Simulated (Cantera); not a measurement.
# Moist CO burnout

An isothermal, constant-pressure homogeneous reactor starts with CO : O₂ : H₂O : N₂ = 0.002 : 0.0034 : 0.063 : 1 (molar parts), equivalence ratio 0.29, at 1250 K and 0.227 atm.

Detailed kinetics in Cantera: GRI-Mech 3.0 (53 species, 325 reactions).

| t (s) | x CO | x O₂ | x H₂O | x OH | x NO | x N₂O |
|---|---|---|---|---|---|---|
| 0.000200 | 0.00187 | 0.00318 | 0.0590 | 2.46e-11 | <1e-12 | <1e-12 |
| 0.000665 | 0.00187 | 0.00318 | 0.0590 | 1.35e-10 | <1e-12 | <1e-12 |
| 0.00221 | 0.00187 | 0.00318 | 0.0590 | 8.18e-10 | <1e-12 | <1e-12 |
| 0.00737 | 0.00187 | 0.00318 | 0.0590 | 1.55e-8 | <1e-12 | <1e-12 |
| 0.0245 | 0.00174 | 0.00314 | 0.0589 | 4.38e-5 | 6.65e-12 | 5.25e-10 |
| 0.0816 | 2.55e-5 | 0.00239 | 0.0586 | 0.000120 | 2.41e-8 | 2.67e-8 |
| 0.271 | 2.41e-6 | 0.00226 | 0.0590 | 4.04e-5 | 2.90e-8 | 4.22e-8 |
| 0.903 | 2.80e-7 | 0.00225 | 0.0590 | 1.44e-5 | 2.97e-8 | 4.83e-8 |
| 3.01 | 4.39e-8 | 0.00225 | 0.0590 | 6.10e-6 | 2.99e-8 | 3.60e-8 |
| 10.0 | 1.05e-8 | 0.00225 | 0.0590 | 3.10e-6 | 3.00e-8 | 1.02e-8 |
x: mole fraction; the columns are a selection and need not sum to one.

Equilibrium at this temperature and pressure: CO 4.49e-9, O₂ 0.00223, H₂O 0.0590, OH 2.05e-6, NO 3.19e-5, N₂O 1.13e-9 (gas phase only).
